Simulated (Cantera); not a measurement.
Charge: 1 mol Pb, 2.3 mol CO, 12 mol H2, equilibrated at 1 atm.

Equilibrium computed with Cantera from the NASA thermochemical tables; the gas is ideal and each condensed phase is pure. Candidate condensed phases: C, C6H6, C7H8, C8H18, H2O, Pb, PbO, PbO2, Pb3O4; 113 gas species. Kinetics and transport are ignored.

### Question
At 1075 K, list the 6 most abundant gas species with their mole fractions, and the condensed phases.

### Answer
H2 0.812, CO 0.142, CH4 0.0230, H2O 0.0193, CO2 0.00363, Pb 7.49e-5. Condensed: Pb(l).
